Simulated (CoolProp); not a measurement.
The fluid at 466.68 K and 4.16 MPa flows at 0.51 m/s in a round tube of 100 mm bore and 15 µm roughness, fully developed (64/Re and Nu = 3.66 if laminar; Colebrook and Gnielinski if turbulent). The same conditions are run with several fluids, on thermodynamics alone (safety and materials aside).

Model: reference Helmholtz-energy equation of state of each fluid (n-octane: Beckmüller 2019; ethanol: Schroeder 2014; toluene: Lemmon 2006; o-xylene: Zhou 2012; n-hexane: Thol 2019), in CoolProp.

```
fluid     Reynolds number  Darcy friction factor  pressure drop (Pa/m)  heat-transfer coefficient (W/(m² K))  mass flow (kg/h)
--------  ---------------  ---------------------  --------------------  ------------------------------------  ----------------
n-octane           217000                 0.0166                  11.9                                   853              7980
ethanol            284000                 0.0160                  12.0                                  1520              8340
toluene            235000                 0.0164                  14.8                                   913             10000
o-xylene           195000                 0.0168                  15.9                                   876             10500
n-hexane           303000                 0.0158                  9.75                                   946              6830
```

Transport values come from each fluid's own correlations.
